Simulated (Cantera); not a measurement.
Stirred combustor or abatement burner

A perfectly stirred reactor is fed with CO : H₂ : O₂ : N₂ = 1 : 0.7 : 2.02 : 7.61 (molar parts), at 5400 Torr; it is adiabatic with a 475 K inlet, and is followed from long to short residence time, starting on the burning branch (τ in s: 0.022, 0.0099, 0.0046, 0.0021, 0.00096, 0.00044, 0.0002, 9.4e-05, 4.3e-05, 2e-05, 9.1e-06, 4.2e-06).

Detailed kinetics in Cantera: GRI-Mech 3.0 (53 species, 325 reactions). The hydrogen kinetics of GRI-Mech 3.0 are dated; newer H2 mechanisms differ, most at raised pressure.

```json
[
 {"τ (s)": "0.022", "T (K)": "1682", "x CO": "0.000554", "x H₂": "4.11e-5", "x O₂": "0.112", "x O": "4.75e-5", "x H₂O": "0.0665", "x NO": "9.66e-6", "x HO₂": "3.70e-6"},
 {"τ (s)": "0.0099", "T (K)": "1679", "x CO": "0.000963", "x H₂": "7.03e-5", "x O₂": "0.112", "x O": "7.92e-5", "x H₂O": "0.0664", "x NO": "1.00e-5", "x HO₂": "6.17e-6"},
 {"τ (s)": "0.0046", "T (K)": "1672", "x CO": "0.00164", "x H₂": "0.000118", "x O₂": "0.112", "x O": "0.000130", "x H₂O": "0.0663", "x NO": "9.78e-6", "x HO₂": "1.02e-5"},
 {"τ (s)": "0.0021", "T (K)": "1662", "x CO": "0.00283", "x H₂": "0.000201", "x O₂": "0.113", "x O": "0.000215", "x H₂O": "0.0660", "x NO": "8.61e-6", "x HO₂": "1.70e-5"},
 {"τ (s)": "0.00096", "T (K)": "1644", "x CO": "0.00496", "x H₂": "0.000346", "x O₂": "0.114", "x O": "0.000349", "x H₂O": "0.0657", "x NO": "6.78e-6", "x HO₂": "2.85e-5"},
 {"τ (s)": "0.00044", "T (K)": "1611", "x CO": "0.00892", "x H₂": "0.000616", "x O₂": "0.115", "x O": "0.000543", "x H₂O": "0.0652", "x NO": "4.78e-6", "x HO₂": "4.83e-5"},
 {"τ (s)": "0.00020", "T (K)": "1538", "x CO": "0.0179", "x H₂": "0.00128", "x O₂": "0.119", "x O": "0.000737", "x H₂O": "0.0642", "x NO": "2.64e-6", "x HO₂": "8.89e-5"},
 {"τ (s)": "9.4e-5", "T (K)": "475", "x CO": "0.0883", "x H₂": "0.0618", "x O₂": "0.178", "x O": "<1e-12", "x H₂O": "<1e-12", "x NO": "<1e-12", "x HO₂": "<1e-12"},
 {"τ (s)": "4.3e-5", "T (K)": "475", "x CO": "0.0883", "x H₂": "0.0618", "x O₂": "0.178", "x O": "<1e-12", "x H₂O": "<1e-12", "x NO": "<1e-12", "x HO₂": "<1e-12"},
 {"τ (s)": "2.0e-5", "T (K)": "475", "x CO": "0.0883", "x H₂": "0.0618", "x O₂": "0.178", "x O": "<1e-12", "x H₂O": "<1e-12", "x NO": "<1e-12", "x HO₂": "<1e-12"},
 {"τ (s)": "9.1e-6", "T (K)": "475", "x CO": "0.0883", "x H₂": "0.0618", "x O₂": "0.178", "x O": "<1e-12", "x H₂O": "<1e-12", "x NO": "<1e-12", "x HO₂": "<1e-12"},
 {"τ (s)": "4.2e-6", "T (K)": "475", "x CO": "0.0883", "x H₂": "0.0618", "x O₂": "0.178", "x O": "<1e-12", "x H₂O": "<1e-12", "x NO": "<1e-12", "x HO₂": "<1e-12"}
]
```
x: mole fraction; the columns are a selection and need not sum to one.
